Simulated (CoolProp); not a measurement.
Model: reference Helmholtz-energy equation of state, Tillner-Roth 1997, in CoolProp.

Problem. For CH2F2 (R32), give the phase and the density (kg/m³), cp (kJ/(kg K)), cv (kJ/(kg K)), isothermal compressibility (1/MPa) at -46.05 °C and 2.81 MPa; 57.85 °C and 2.81 MPa.

Solution. 
- -46.05 °C and 2.81 MPa: liquid; density 1200, cp 1.59, cv 0.939, isothermal compressibility 0.00154
- 57.85 °C and 2.81 MPa: gas; density 74.1, cp 1.65, cv 0.949, isothermal compressibility 0.539
